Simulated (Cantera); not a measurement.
Charge: 1 mol Si3N4, 0.004 mol H2O, 2.6 mol H2, equilibrated at 780 Pa.

Method: chemical equilibrium by Gibbs-energy minimisation in Cantera with the NASA 1993 tables (ideal gas, pure condensed phases). Candidate condensed phases: H2O, Si, SiO2, Si2N2O, Si3N4; 35 gas species. Mutual solubility and eutectic melting of coexisting phases are not modelled. The tables' values for SiN are old estimates; treat these amounts as uncertain. Gases not in the tables: Si2H6 and higher silanes. Rates play no part.

x: gas mole fraction; n: condensed amount in mol.

```json
[
 {"T (°C)": "1000", "x H2": "0.999", "x N2": "0.000512", "x H": "8.07e-6", "x SiO": "6.36e-8", "x Si": "(withheld)", "x SiH": "3.03e-10", "n Si2N2O(s)": "0.00400", "n Si3N4(s)": "0.997", "n Si(s)": "0", "n Si(l)": "0"},
 {"T (°C)": "1050", "x H2": "0.999", "x N2": "0.000512", "x H": "1.80e-5", "x SiO": "5.07e-7", "x Si": "(withheld)", "x SiH": "2.73e-9", "n Si2N2O(s)": "0.00400", "n Si3N4(s)": "0.997", "n Si(s)": "0", "n Si(l)": "0"},
 {"T (°C)": "1100", "x H2": "0.999", "x N2": "0.000513", "x H": "3.77e-5", "x SiO": "3.46e-6", "x Si": "(withheld)", "x SiH": "2.09e-8", "n Si2N2O(s)": "0.00399", "n Si3N4(s)": "0.997", "n Si(s)": "0", "n Si(l)": "0"},
 {"T (°C)": "1150", "x H2": "0.999", "x N2": "0.00123", "x H": "7.52e-5", "x SiO": "1.54e-5", "x Si": "(withheld)", "x SiH": "7.75e-8", "n Si2N2O(s)": "0.00396", "n Si3N4(s)": "0.996", "n Si(s)": "0.00278", "n Si(l)": "0"},
 {"T (°C)": "1200", "x H2": "0.996", "x N2": "0.00354", "x H": "0.000143", "x SiO": "5.69e-5", "x Si": "(withheld)", "x SiH": "2.22e-7", "n Si2N2O(s)": "0.00385", "n Si3N4(s)": "0.993", "n Si(s)": "0.0118", "n Si(l)": "0"},
 {"T (°C)": "1250", "x H2": "0.990", "x N2": "0.00949", "x H": "0.000260", "x SiO": "0.000192", "x Si": "(withheld)", "x SiH": "5.94e-7", "n Si2N2O(s)": "0.00349", "n Si3N4(s)": "0.986", "n Si(s)": "0.0352", "n Si(l)": "0"},
 {"T (°C)": "1300", "x H2": "0.975", "x N2": "0.0239", "x H": "0.000455", "x SiO": "0.000601", "x Si": "(withheld)", "x SiH": "1.48e-6", "n Si2N2O(s)": "0.00239", "n Si3N4(s)": "0.967", "n Si(s)": "0.0928", "n Si(l)": "0"},
 {"T (°C)": "1350", "x H2": "0.941", "x N2": "0.0567", "x H": "0.000759", "x SiO": "0.00145", "x Si": "(withheld)", "x SiH": "3.45e-6", "n Si2N2O(s)": "0", "n Si3N4(s)": "0.922", "n Si(s)": "0.231", "n Si(l)": "0"},
 {"T (°C)": "1400", "x H2": "0.870", "x N2": "0.128", "x H": "0.00120", "x SiO": "0.00134", "x Si": "(withheld)", "x SiH": "7.46e-6", "n Si2N2O(s)": "0", "n Si3N4(s)": "0.809", "n Si(s)": "0.568", "n Si(l)": "0"},
 {"T (°C)": "1450", "x H2": "0.694", "x N2": "0.303", "x H": "0.00172", "x SiO": "0.00107", "x Si": "(withheld)", "x SiH": "1.33e-5", "n Si2N2O(s)": "0", "n Si3N4(s)": "0.432", "n Si(s)": "0", "n Si(l)": "1.70"},
 {"T (°C)": "1500", "x H2": "0.563", "x N2": "0.433", "x H": "0.00242", "x SiO": "0.000867", "x Si": "(withheld)", "x SiH": "2.23e-5", "n Si2N2O(s)": "0", "n Si3N4(s)": "0", "n Si(s)": "0", "n Si(l)": "2.99"},
 {"T (°C)": "1550", "x H2": "0.562", "x N2": "0.433", "x H": "0.00368", "x SiO": "0.000866", "x Si": "(withheld)", "x SiH": "4.01e-5", "n Si2N2O(s)": "0", "n Si3N4(s)": "0", "n Si(s)": "0", "n Si(l)": "2.99"},
 {"T (°C)": "1600", "x H2": "0.560", "x N2": "0.432", "x H": "0.00547", "x SiO": "0.000865", "x Si": "(withheld)", "x SiH": "6.96e-5", "n Si2N2O(s)": "0", "n Si3N4(s)": "0", "n Si(s)": "0", "n Si(l)": "2.99"}
]
```

Complete the blanks.


- 1000, x Si: 3.56e-10
- 1050, x Si: 4.22e-9
- 1100, x Si: 4.17e-8
- 1150, x Si: 1.96e-7
- 1200, x Si: 7.02e-7
- 1250, x Si: 2.31e-6
- 1300, x Si: 7.05e-6
- 1350, x Si: 2.01e-5
- 1400, x Si: 5.36e-5
- 1450, x Si: 0.000126
- 1500, x Si: 0.000273
- 1550, x Si: 0.000567
- 1600, x Si: 0.00113
